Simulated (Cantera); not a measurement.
A closed system holds: 1 mol MgF2, 0.1 mol N2, equilibrated at 2.30 mbar.

Method: chemical equilibrium by Gibbs-energy minimisation in Cantera with the NASA 1993 tables (ideal gas, pure condensed phases). Candidate condensed phases: Mg, MgF2; 13 gas species. Equilibrium is a limit: real reactors are often held back by kinetics, nucleation or transport.

Question: Which condensed phases are stable at each of these points (T (°C)): 752, 852, 952, 1052, 1152, 1252, 1352, 1452, 1552, 1652, 1752, 1852?

Answer: 
```tsv
T (°C)	condensed phases	Mg condensed (%)
752	MgF2(s)	100.0
852	MgF2(s)	100.0
952	MgF2(s)	100.0
1052	MgF2(s)	100.0
1152	MgF2(s)	99.9
1252	MgF2(s)	99.6
1352	MgF2(l)	97.8
1452	MgF2(l)	79.3
1552	gas only	0.0
1652	gas only	0.0
1752	gas only	0.0
1852	gas only	0.0
```

From 752 °C to 1252 °C the condensed part is MgF2(s). From 1352 °C to 1452 °C the condensed part is MgF2(l). From 1552 °C to 1852 °C nothing is condensed.
